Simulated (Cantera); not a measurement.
A perfectly stirred reactor is fed with 9.25 % CH₄, 19.1 % O₂, 71.7 % N₂, equivalence ratio 0.97, at 16.8 atm; it is adiabatic with a 425 K inlet, and is followed from long to short residence time, starting on the burning branch (τ in s: 0.04, 0.016, 0.0067, 0.0028, 0.0011, 0.00047, 0.0002, 8.1e-05, 3.3e-05, 1.4e-05).

Computed with Cantera and GRI-Mech 3.0 (53 species, 325 reactions). The pressure lies above the range GRI-Mech 3.0 was tuned for (to about 10 atm).

Problem. Predict: blow-out, bracketed by the residence times tried; x(CH₄) at τ = 40.0 ms; x(O₂) at τ = 40.0 ms; x(N₂O) at τ = 40.0 ms; x(CO₂) at τ = 40.0 ms; x(CH₄) at τ = 0.470 ms; x(O₂) at τ = 0.470 ms; x(N₂O) at τ = 0.470 ms; x(C₂H₆) at τ = 0.470 ms; x(CO₂) at τ = 0.470 ms.

Solution. 
| Item | Result |
|---|---|
| blow-out, bracketed by the residence times tried | burning at 33.0 µs, out at 14.0 µs |
| x(CH₄) at τ = 40.0 ms | 1.22e-6 |
| x(O₂) at τ = 40.0 ms | 0.00659 |
| x(N₂O) at τ = 40.0 ms | 6.16e-7 |
| x(CO₂) at τ = 40.0 ms | 0.0884 |
| x(CH₄) at τ = 0.470 ms | 6.28e-5 |
| x(O₂) at τ = 0.470 ms | 0.0104 |
| x(N₂O) at τ = 0.470 ms | 8.39e-7 |
| x(C₂H₆) at τ = 0.470 ms | 5.42e-9 |
| x(CO₂) at τ = 0.470 ms | 0.0834 |
